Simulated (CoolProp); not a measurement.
Vapour pressure (kPa) of toluene: the reference equation beside estimates from Tc = 318.6 °C, pc = 4126 kPa, ω = 0.266. Clausius-Clapeyron is anchored at 194.45 °C with a constant enthalpy of vaporisation of 27.27 kJ/mol.

Model: reference Helmholtz-energy equation of state, Lemmon 2006, in CoolProp. It is a short technical equation, of lower accuracy than the large ones.

```csv
T (°C),reference,Lee-Kesler,Clausius-Clapeyron,van der Waals,Redlich-Kwong
171.05,432.8,436.0,469.2,1170,633.6
178.85,505.7,510.1,532.9,1273,723.4
186.65,587.5,593.1,602.7,1380,821.8
194.45,678.9,685.7,678.9,1494,929.0
202.25,780.5,788.6,761.7,1613,1046
210.05,893.2,902.5,851.5,1738,1172
217.85,1018,1028,948.4,1869,1308
225.65,1154,1166,1053,2006,1455
233.45,1305,1317,1165,2149,1613
241.25,1469,1483,1285,2298,1781
249.15,1651,1665,1415,2455,1964
256.95,1847,1862,1552,2617,2156
```

Absolute difference from the reference over all 12 rows, mean and median: Lee-Kesler 0.9 and 1.0 %, Clausius-Clapeyron 7.7 and 7.6 %, van der Waals 95.6 and 89.1 %, Redlich-Kwong 30.5 and 29.9 %.
